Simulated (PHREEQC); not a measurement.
Silver or lead bath: speciation

Consider water at 25 °C with 0.00083 mol Ag2SO4 and 0.00034 mol NaNO3 per kg of water. Closed to the air; pH follows from the charge balance.

Equilibrium calculation in PHREEQC: ion-association model, wateq4f.dat.

```yaml
pH: 6.98
ionic_strength: 0.00279 mol/kgw
```

```
species  molality  activity   log γ
-------  --------  --------  ------
Ag+       0.00164   0.00155  -0.025
SO4-2    0.000808  0.000643  -0.099
NO3-     0.000340  0.000320  -0.026
Na+      0.000339  0.000320  -0.025
AgSO4-    2.06e-5   1.94e-5  -0.025
NaSO4-    1.09e-6   1.03e-6  -0.025
AgNO3     2.54e-7   2.54e-7   0.000
H+        1.10e-7   1.04e-7  -0.023
OH-       1.02e-7   9.61e-8  -0.025
AgOH      1.49e-8   1.49e-8   0.000
```

This is a speciation only: nothing precipitates in the calculation.
